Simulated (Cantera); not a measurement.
Charge: 1 mol Cr, a varied amount of N₂O, held at 2775 K and 0.100 bar.

Method: chemical equilibrium by Gibbs-energy minimisation in Cantera with the NASA 1993 tables (ideal gas, pure condensed phases). Candidate condensed phases: Cr, CrN, Cr₂N, Cr₂O₃; 14 gas species. The numbers say what is thermodynamically allowed, not how fast it happens.

Question: Which condensed phases are stable at each of these points (n(N₂O) (mol)): 0.12, 0.26, 0.4, 0.55, 0.69, 0.83, 0.97, 1.1, 1.3, 1.4, 1.5?

Answer: 
```json
[
 {"n(N₂O) (mol)": "0.12", "condensed phases": "gas only", "Cr condensed (%)": "0.0"},
 {"n(N₂O) (mol)": "0.26", "condensed phases": "gas only", "Cr condensed (%)": "0.0"},
 {"n(N₂O) (mol)": "0.4", "condensed phases": "gas only", "Cr condensed (%)": "0.0"},
 {"n(N₂O) (mol)": "0.55", "condensed phases": "gas only", "Cr condensed (%)": "0.0"},
 {"n(N₂O) (mol)": "0.69", "condensed phases": "gas only", "Cr condensed (%)": "0.0"},
 {"n(N₂O) (mol)": "0.83", "condensed phases": "Cr₂O₃(l)", "Cr condensed (%)": "8.0"},
 {"n(N₂O) (mol)": "0.97", "condensed phases": "Cr₂O₃(l)", "Cr condensed (%)": "15.7"},
 {"n(N₂O) (mol)": "1.1", "condensed phases": "Cr₂O₃(l)", "Cr condensed (%)": "21.8"},
 {"n(N₂O) (mol)": "1.3", "condensed phases": "Cr₂O₃(l)", "Cr condensed (%)": "27.9"},
 {"n(N₂O) (mol)": "1.4", "condensed phases": "Cr₂O₃(l)", "Cr condensed (%)": "28.5"},
 {"n(N₂O) (mol)": "1.5", "condensed phases": "Cr₂O₃(l)", "Cr condensed (%)": "27.4"}
]
```

From 0.12 mol N₂O to 0.69 mol N₂O nothing is condensed. From 0.83 mol N₂O to 1.5 mol N₂O the condensed part is Cr₂O₃(l).
